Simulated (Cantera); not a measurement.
Feed: 1 mol Fe(CO)5, 1.6 mol H2, 20 mol N2, equilibrated at 2.20 bar.

Cantera equilibrium calculation (NASA polynomials, part measured and part estimated; ideal gas, pure solids and liquids). Candidate condensed phases: C, C6H6, C7H8, C8H18, Fe, Fe(CO)5, FeO, Fe(OH)2, Fe(OH)3, Fe2O3, Fe3O4, H2O; 140 gas species. Condensed phases not in the tables: cementite and carbon dissolved in iron. Rates play no part.

log p: log10 of the partial pressure in bar; n: condensed amount in mol.

| T (K) | log p N2 | log p CO | log p H2 | log p CO2 | n C(graphite) | n Fe(α) | n Fe(γ) |
|---|---|---|---|---|---|---|---|
| 1025 | 0.23 | -0.47 | -0.91 | -1.41 | 0.572 | 1.00 | 0 |
| 1075 | 0.22 | -0.43 | -0.90 | -1.72 | 0.290 | 1.00 | 0 |
| 1125 | 0.22 | -0.40 | -0.89 | -2.04 | 0.143 | 1.00 | 0 |
| 1175 | 0.22 | -0.39 | -0.89 | [?] | [?] | 1.00 | 0 |
| 1225 | 0.22 | -0.39 | -0.88 | -2.65 | 0.0364 | 0 | 1.00 |
| 1275 | 0.22 | -0.39 | -0.88 | [?] | [?] | 0 | 1.00 |
| 1325 | 0.22 | -0.39 | -0.88 | -3.18 | 0.00975 | 0 | 1.00 |
| 1375 | 0.22 | -0.38 | -0.88 | -3.42 | 0.00425 | 0 | 1.00 |

Question: Fill in the missing entries.

Answer: 
- 1175, log p CO2: -2.35
- 1175, n C(graphite): 0.0711
- 1275, log p CO2: -2.93
- 1275, n C(graphite): 0.0190
